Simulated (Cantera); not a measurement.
Source: NASA polynomial tables (part measured, part estimated), evaluated in Cantera. Values are per mole of reaction as written; species without (g) are pure solids or liquids, kept so even where they would boil at 1 bar.

2 H₂O(g) + O₂(g) + 2 Sr → 2 Sr(OH)₂, with ΔH° = -1454.2 kJ and ΔS° = -498.7 J/K at 300 K.

Q: How far is the shortcut ΔG° ≈ ΔH°(300 K) − T·ΔS°(300 K) from the full temperature-dependent value at 375, 475, 575, 675, 775, 875, 975, 1075, 1175, 1275 K?

A: 
```csv
T (K),shortcut (kJ),full (kJ),difference (kJ),difference in log10 K,condensed phases
375,-1267.2,-1267.2,0.1,-0.01,"Sr(s), Sr(OH)₂(s)"
475,-1217.3,-1217.8,0.5,-0.06,"Sr(s), Sr(OH)₂(s)"
575,-1167.4,-1169.2,1.8,-0.17,"Sr(s), Sr(OH)₂(s)"
675,-1117.6,-1121.7,4.2,-0.32,"Sr(s), Sr(OH)₂(s)"
775,-1067.7,-1075.4,7.8,-0.52,"Sr(s), Sr(OH)₂(s)"
875,-1017.8,-1035.5,17.7,-1.05,"Sr(s), Sr(OH)₂(l)"
975,-968.0,-997.5,29.5,-1.58,"Sr(s), Sr(OH)₂(l)"
1075,-918.1,-960.4,42.3,-2.05,"Sr(l), Sr(OH)₂(l)"
1175,-868.2,-923.4,55.2,-2.45,"Sr(l), Sr(OH)₂(l)"
1275,-818.3,-887.4,69.1,-2.83,"Sr(l), Sr(OH)₂(l)"
```
The shortcut ignores heat capacities and the phase changes listed.
